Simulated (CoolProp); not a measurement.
A single-stage vapour-compression cycle with the fluid: evaporating at 266.15 K (dew point), condensing at 305.15 K (bubble point), superheat 0 K, subcooling 5 K, compressor efficiency 0.6, no pressure losses. The same conditions are run with several fluids, on thermodynamics alone (safety and materials aside).

Computed with CoolProp (reference Helmholtz-energy equation of state of each fluid (dimethyl ether: Wu 2011; C3F8 (R218): Lemmon 2006; R123: Younglove 1994; R152A: Outcalt 1996; R11: Jacobsen 1992; n-perfluoropentane: Gao 2022)).

Q: Rank dimethyl ether, C3F8 (R218), R123, R152A, R11, n-perfluoropentane by cooling COP, highest first.

A: R11 (3.76), R123 (3.70), dimethyl ether (3.64), R152A (3.62), n-perfluoropentane (3.29), C3F8 (R218) (2.97)

```tsv
fluid	pressure ratio	discharge temperature (K)	refrigerating effect (kJ/kg)	volumetric capacity (kJ/m³)
dimethyl ether	3.47	340.3	363	1670
C3F8 (R218)	3.18	305.1	55.4	1750
R123	5.01	328.9	150	247
R152A	3.58	341.0	255	1660
R11	4.57	342.7	163	303
n-perfluoropentane	5.23	305.2	66.0	187
```

The compression ends wet for: C3F8 (R218); n-perfluoropentane.
